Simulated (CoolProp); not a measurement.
Vapour-liquid equilibrium of nitrogen (1) + carbon monoxide (2) at 0.0514 MPa; x and y are mole fractions of (1).

Computed with CoolProp (multi-fluid Helmholtz-energy mixture model, Span 2000 and Lemmon 2006; pair parameters Gernert 2013).

| x | bubble temperature, mixture model (K) | bubble temperature, Raoult's law (K) | y, mixture model | y, Raoult's law |
|---|---|---|---|---|
| 0.05 | 75.8 | 75.9 | 0.087 | 0.082 |
| 0.2 | … | 75.1 | 0.313 | 0.300 |
| 0.35 | … | 74.4 | 0.492 | 0.482 |
| 0.5 | … | 73.8 | 0.637 | 0.636 |
| 0.65 | 73.0 | 73.2 | … | 0.765 |
| 0.8 | … | 72.7 | 0.866 | 0.876 |
| 0.95 | 72.2 | 72.2 | 0.966 | 0.971 |

Problem. Some entries are withheld; supply them.

Solution. 
- 0.2, bubble temperature, mixture model (K): 74.9
- 0.35, bubble temperature, mixture model (K): 74.2
- 0.5, bubble temperature, mixture model (K): 73.6
- 0.65, y, mixture model: 0.759
- 0.8, bubble temperature, mixture model (K): 72.6

The largest gap from Raoult's law is -0.2 K in bubble temperature, at x = 0.5. No azeotrope shows between x = 0.05 and 0.95.

The pair parameters rest on a limited set of measurements; away from them the model extrapolates.
